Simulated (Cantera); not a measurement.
What does this Cantera script print?

```python
import numpy as np
import cantera as ct

gas_names = """
    C CH CH2 CH3 CH2OH CH3O CH4 CH3OH CO CO2 COOH C2 C2H CHCO,ketyl C2H2,acetylene C2H2,vinylidene
    CH2CO,ketene C2H3,vinyl CH3CO,acetyl C2H4 C2H4O,ethylen CH3CHO,ethanal CH3COOH (HCOOH)2 C2H5 C2H6
    CH3OCH3 C2H5OH C2O C3 C3H3,propargyl C3H4,allene C3H4,propyne C3H4,cyclo- C3H5,allyl C3H6,propylene
    C3H6,cyclo- C3H6O C3H7,n-propyl C3H7,i-propyl C3H8 C3H8O,1propanol C3H8O,2propanol C3O2 C4 C4H2
    C4H4,1,3-cyclo- C4H6,butadiene C4H6,2-butyne C4H6,cyclo- C4H8,1-butene C4H8,cis2-buten
    C4H8,tr2-butene C4H8,isobutene C4H8,cyclo- (CH3COOH)2 C4H9,n-butyl C4H9,i-butyl C4H9,s-butyl
    C4H9,t-butyl C4H10,isobutane C4H10,n-butane C5 C5H6,1,3cyclo- C5H8,cyclo- C5H10,1-pentene
    C5H10,cyclo- C5H11,pentyl C5H11,t-pentyl C5H12,n-pentane C5H12,i-pentane CH3C(CH3)2CH3 C6H2
    C6H5,phenyl C6H5O,phenoxy C6H6 C6H5OH,phenol C6H10,cyclo- C6H12,1-hexene C6H12,cyclo- C6H13,n-hexyl
    C7H7,benzyl C7H8 C7H8O,cresol C7H14,1-heptene C7H15,n-heptyl C7H16,n-heptane C8H8,styrene
    C8H10,ethylbenz C8H16,1-octene C8H17,n-octyl C8H18,isooctane C8H18,n-octane C9H19,n-nonyl
    C10H8,naphthale C10H21,n-decyl C12H9,o-bipheny C12H10,bipheny Ca CaO CaOH CaO2H2 Ca2 H HCO HO2 H2
    HCHO,formaldehy HCOOH H2O H2O2 O OH O2 O3
""".split()
cond_names = """
    C(gr) C6H6(L) C7H8(L) C8H18(L),n-octa Ca(a) Ca(b) Ca(L) CaCO3(caL) CaO(s) CaO(L) CaO2H2(s) H2O(s)
    H2O(L)
""".split()


def load(file, names, dense=False):
    # The tables refer to 1 bar. Condensed volumes are neglected.
    table = {s.name: s for s in ct.Species.list_from_file(file)}
    out = []
    for n in names:
        d = dict(table[n].input_data)
        d["thermo"] = dict(d["thermo"], **{"reference-pressure": 1e5})
        if dense:
            d["equation-of-state"] = {"model": "constant-volume", "density": "1e6 g/cm^3"}
        out.append(ct.Species.from_dict(d))
    return out


gas = ct.Solution(thermo="ideal-gas", species=load("nasa_gas.yaml", gas_names))
cond = {s.name: ct.Solution(thermo="fixed-stoichiometry", species=[s], name=s.name)
        for s in load("nasa_condensed.yaml", cond_names, dense=True)}
atoms = {
    'CaCO3': {'Ca': 1, 'C': 1, 'O': 3},
    'H2': {'H': 2},
    'CO2': {'C': 1, 'O': 2},
}
top_T = {'C(gr)': 4500}  # K; cautious upper limits of use, not melting points


def equilibrate(T, P, feed):
    n = {}
    for name, mol in feed.items():
        for a, k in atoms[name].items():
            n[a] = n.get(a, 0.0) + k * mol
    gas.TPX = T, P, n
    mass = sum(n.values()) * gas.mean_molecular_weight
    gas.equilibrate("TP")
    valid = [c for c in cond.values() if c.min_temp <= T <= top_T.get(c.name, c.max_temp)]
    mix = ct.Mixture([(gas, mass / gas.mean_molecular_weight)] + [(c, 0.0) for c in valid])
    mix.T, mix.P = T, P
    mix.equilibrate("TP", solver="vcs", rtol=1e-11, max_steps=5000)
    return mix


results = []
feed = {'CaCO3': 1, 'H2': 0.92, 'CO2': 0.11}  # mol
P = 133.322  # Pa
for T in [675, 775, 875, 975, 1075, 1175, 1275, 1375, 1475, 1575, 1675]:
    mix = equilibrate(T, P, feed)
    results.append((T, P, feed, dict(zip(mix.species_names, mix.species_moles))))

top = {s: max(r[3][s] / sum(r[3][g] for g in gas_names) for r in results) for s in gas_names}
cols = sorted((s for s in top if top[s] > 0.001), key=lambda s: -top[s])[:7]
seen = [c for c in cond_names if any(r[3].get(c, 0) > 1e-12 for r in results)]
print("log10 of partial pressures in bar; condensed amounts in mol")
print(f"{'T/K':>10s}" + "".join(f"{s[:9]:>10s}" for s in cols + seen))
for T, P, feed, n in results:
    ng = sum(n[g] for g in gas_names)
    print(f"{T:10.4g}" + "".join(f"{np.log10(max(n[s] / ng * P / 1e5, 1e-99)):10.3f}" for s in cols)
          + "".join(f"{n.get(c, 0):10.4g}" for c in seen))
```

Result:

```
log10 of partial pressures in bar; condensed amounts in mol
       T/K        H2       CO2        CO       H2O       CH4         H CaCO3(caL    CaO(s)
       675    -2.960    -4.179    -4.185    -4.033    -4.864   -15.687         1         0
       775    -3.050    -3.872    -3.813    -3.813    -7.185   -13.529    0.8564    0.1436
       875    -3.453    -3.322    -3.598    -3.598   -10.110   -12.026         0         1
       975    -3.506    -3.360    -3.534    -3.534   -11.639   -10.694         0         1
      1075    -3.553    -3.393    -3.489    -3.489   -12.904    -9.610         0         1
      1175    -3.596    -3.422    -3.455    -3.455   -13.965    -8.709         0         1
      1275    -3.634    -3.447    -3.430    -3.430   -14.867    -7.949         0         1
      1375    -3.667    -3.469    -3.410    -3.410   -15.642    -7.299         0         1
      1475    -3.697    -3.487    -3.395    -3.395   -16.313    -6.736         0         1
      1575    -3.724    -3.503    -3.382    -3.382   -16.900    -6.243         0         1
      1675    -3.748    -3.517    -3.372    -3.372   -17.418    -5.809         0         1
```

Cantera equilibrium calculation (NASA polynomials, part measured and part estimated; ideal gas, pure solids and liquids).
